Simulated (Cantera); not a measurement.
Gas mixture: N₂O = 0.57 (molar parts), at 0.975 Torr, frozen composition.

Cantera's kinetic-theory transport with the Lennard-Jones parameters of GRI-Mech 3.0, ideal gas; thermal conductivity in the mixture-averaged form.

One state of this run: ρ (kg/m³) = 0.00138; cp (J/kg/K) = 1043; μ (µPa s) = 23.6; λ (mW/m/K) = 33.2; Pr = 0.740; D (cm²/s) OH = 474; D (cm²/s) CH₃ = 341; D (cm²/s) NO = 299. D: mixture-averaged diffusion coefficient of that species in the mixture.

Task: Which value of T (K) does it belong to?
A) 500
B) 600
C) 700
D) 800

Result: A, 500
